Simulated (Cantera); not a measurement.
An isothermal, constant-pressure homogeneous reactor starts with NH3 : H2 = 1 : 17 (molar parts), at 1850 K and 20.0 Torr.

Model: the gas-phase N/H chemistry of the illustrative SiF4/NH3 mechanism in the Surface Chemkin manual (1991), integrated in Cantera. Walls and surfaces, which speed up NH3 decomposition in real reactors, are not modelled.

Q: Predict: x(NH3) at 9.00 s; x(H2) at 9.00 s; x(NH) at 9.00 s; x(N2) at 9.00 s.

A: 
| Property | Result |
|---|---|
| x(NH3) at 9.00 s | 0.0159 (gas-phase equilibrium 1.08e-7) |
| x(H2) at 9.00 s | 0.964 (gas-phase equilibrium 0.970) |
| x(NH) at 9.00 s | 1.92e-6 (gas-phase equilibrium 1.47e-10) |
| x(N2) at 9.00 s | 0.0188 (gas-phase equilibrium 0.0263) |
